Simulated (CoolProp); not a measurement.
Properties of R1132(E) at several states.

Values from CoolProp's reference Helmholtz-energy equation of state, Akasaka 2024.

| T (K) | p (bar) | phase | cv (kJ/(kg K)) | Joule-Thomson coefficient (K/MPa) | isothermal compressibility (1/MPa) | expansivity (1/kK) | fugacity coefficient |
|---|---|---|---|---|---|---|---|
| 370.6 | 65 | supercritical | 1.145 | 9.445 | 0.4225 | 26.81 | 0.6624 |
| 324.1 | 4.16 | gas | 0.8692 | 12.77 | 2.498 | 3.499 | 0.9643 |
| 291.6 | 2.19 | gas | 0.8121 | (withheld) | 4.699 | (withheld) | 0.9731 |
| 371.9 | 65 | supercritical | 1.139 | (withheld) | 0.3987 | 24.22 | 0.6671 |

Question: Complete the blanks.

Answer: 
- 291.6, Joule-Thomson coefficient (K/MPa): 17.18
- 291.6, expansivity (1/kK): 3.766
- 371.9, Joule-Thomson coefficient (K/MPa): 9.410
